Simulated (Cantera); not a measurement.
An adiabatic, constant-pressure homogeneous reactor starts with H2 : O2 : N2 = 1 : 0.217 : 1.6 (molar parts), equivalence ratio 2.3, at 1175 K and 0.860 bar.

Detailed kinetics in Cantera: GRI-Mech 3.0 (53 species, 325 reactions).

One state of this run: T (K) = 2054; x H2 = 0.198; x O2 = 0.000136; x NO2 = 3.60e-11; x N2O = 2.20e-9; x HO2 = 8.19e-8. x: mole fraction; the columns are a selection and need not sum to one.

**Question.** Which value of t (s) does it belong to?
(A) 0.000298
(B) 2.26e-6
(C) 0.0393
(D) 1.00e-6

**Answer.** A, 0.000298
